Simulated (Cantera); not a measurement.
# Equilibrium for boron, boron nitride and boron oxide: B2O3 + H2

Charge: 1 mol B2O3, 9.3 mol H2, held at 0.0133 bar.

These are equilibrium values from Cantera (NASA tables, ideal gas, pure condensed phases), not measurements of a reactor. Candidate condensed phases: B, B2O3, B3O3H3, H2O; 23 gas species. Equilibrium is a limit: real reactors are often held back by kinetics, nucleation or transport.

From 1698 K to 2248 K nothing is condensed. The main B-bearing gas is B2O3 throughout.

```
T (K)   x H2      x H  x B2O3  x HBO2   x HBO      x BO    x H2O
-----  -----  -------  ------  ------  ------  --------  -------
1698   0.864  0.00116  0.0550  0.0402  0.0319  0.000862  0.00176
1748   0.861  0.00184  0.0531  0.0417  0.0336   0.00136  0.00218
1798   0.857  0.00282  0.0511  0.0431  0.0353   0.00207  0.00267
1848   0.854  0.00424  0.0491  0.0444  0.0368   0.00309  0.00323
1898   0.849  0.00624  0.0470  0.0456  0.0380   0.00448  0.00389
1948   0.844  0.00899  0.0449  0.0467  0.0391   0.00635  0.00466
1998   0.838   0.0127  0.0427  0.0477  0.0398   0.00878  0.00554
2048   0.830   0.0177  0.0404  0.0485  0.0401    0.0119  0.00656
2098   0.820   0.0241  0.0379  0.0492  0.0401    0.0156  0.00774
2148   0.809   0.0325  0.0353  0.0497  0.0396    0.0202  0.00911
2198   0.795   0.0430  0.0326  0.0500  0.0387    0.0254   0.0107
2248   0.779   0.0562  0.0297  0.0499  0.0373    0.0314   0.0124
```
x: gas mole fraction; nothing condenses.
